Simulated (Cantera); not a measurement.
Thermodynamics of tantalum, niobium, vanadium and zirconium in process gases, feed Nb + O₂

Charge: 1 mol Nb, 3.1 mol O₂, held at 0.100 bar.

Method: chemical equilibrium by Gibbs-energy minimisation in Cantera with the NASA 1993 tables (ideal gas, pure condensed phases). Candidate condensed phases: Nb, NbO, NbO₂, Nb₂O₅; 6 gas species. Condensed phases not in the tables: the oxides between NbO₂ and Nb₂O₅. Equilibrium is a limit: real reactors are often held back by kinetics, nucleation or transport.

| T (K) | log p O₂ | log p O | log p NbO₂ | log p O₃ | n Nb₂O₅(s) | n Nb₂O₅(l) |
|---|---|---|---|---|---|---|
| 1250 | -1.00 | -7.66 | <-13 | -11.01 | 0.500 | 0 |
| 1350 | -1.00 | -6.87 | <-13 | -10.56 | 0.500 | 0 |
| 1450 | -1.00 | -6.20 | <-13 | -10.18 | 0.500 | 0 |
| 1550 | -1.00 | -5.61 | -12.52 | -9.84 | 0.500 | 0 |
| 1650 | -1.00 | -5.09 | -11.05 | -9.55 | 0.500 | 0 |
| 1750 | -1.00 | -4.63 | -9.75 | -9.28 | 0.500 | 0 |
| 1850 | -1.00 | -4.21 | -8.65 | -9.05 | 0 | 0.500 |
| 1950 | -1.00 | -3.85 | -7.70 | -8.84 | 0 | 0.500 |
| 2050 | -1.00 | -3.51 | -6.84 | -8.64 | 0 | 0.500 |
| 2150 | -1.00 | -3.21 | -6.08 | -8.47 | 0 | 0.500 |
log p: log10 of the partial pressure in bar; n: condensed amount in mol.

From 1250 K to 1750 K the condensed part is Nb₂O₅(s). From 1850 K to 2150 K the condensed part is Nb₂O₅(l).
